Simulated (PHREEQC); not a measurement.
A made-up water analysis in mg/L, 25 °C, pH 2.9, pe 12.8:

```tsv
constituent	mg/L
Na	39.7
K	0.204
Ca	123
Mg	20.9
Cl	128
S(6) as SO4	416
Li	0.496
Fe(3)	4.3
```

Valence states are taken as typed.

All values are PHREEQC results (ion-association model, wateq4f.dat), not measurements.

```
Quantity                       Value
--------------------  --------------
ionic strength        0.0163 mol/kgw
total alkalinity        -1.81 meq/kg
charge-balance error          -3.6 %
```

```json
[
 {"species": "Cl-", "molality": "0.00361", "activity": "0.00317", "log γ": "-0.057"},
 {"species": "SO4-2", "molality": "0.00321", "activity": "0.00195", "log γ": "-0.216"},
 {"species": "Ca+2", "molality": "0.00248", "activity": "0.00152", "log γ": "-0.213"},
 {"species": "Na+", "molality": "0.00171", "activity": "0.00151", "log γ": "-0.055"},
 {"species": "H+", "molality": "0.00140", "activity": "0.00126", "log γ": "-0.047"},
 {"species": "Mg+2", "molality": "0.000671", "activity": "0.000415", "log γ": "-0.209"},
 {"species": "CaSO4", "molality": "0.000588", "activity": "0.000591", "log γ": "0.002"},
 {"species": "HSO4-", "molality": "0.000271", "activity": "0.000239", "log γ": "-0.055"},
 {"species": "MgSO4", "molality": "0.000189", "activity": "0.000190", "log γ": "0.002"},
 {"species": "Li+", "molality": "7.09e-5", "activity": "6.29e-5", "log γ": "-0.052"},
 {"species": "FeSO4+", "molality": "4.89e-5", "activity": "4.32e-5", "log γ": "-0.054"}
]
```

This is a speciation only: nothing precipitates in the calculation. The solution is supersaturated, for example in Hematite (slow to form), Goethite (slow to form), so a real one may precipitate; this is no full list.
